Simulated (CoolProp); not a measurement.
Aqueous methanol as a coolant, at 20 °C, 1 atm.

Computed with CoolProp (Melinder's fits for secondary coolants).

| mass % | freezing point (°C) | density (kg/m³) | conductivity (W/(m K)) | viscosity (mPa s) | Prandtl number |
|---|---|---|---|---|---|
| 4.6 | -2.7 | 990.1 | 0.570 | 1.14 | 8.40 |
| 9.5 | -6.2 | 982.3 | 0.541 | 1.29 | 10.0 |
| 14.5 | -10.1 | 974.8 | 0.513 | 1.45 | 11.7 |
| 19.4 | -14.5 | 967.7 | 0.487 | 1.58 | 13.4 |
| 24.4 | -19.5 | 960.2 | 0.460 | 1.70 | 15.0 |
| 29.3 | -24.9 | 952.6 | 0.436 | 1.78 | 16.3 |
| 34.3 | -31.0 | 944.4 | 0.411 | 1.83 | 17.4 |
| 39.2 | -37.6 | 936.0 | 0.389 | 1.84 | 18.1 |
| 44.2 | -45.0 | 926.9 | 0.368 | 1.82 | 18.5 |
| 49.1 | -52.9 | 917.5 | 0.349 | 1.77 | 18.4 |
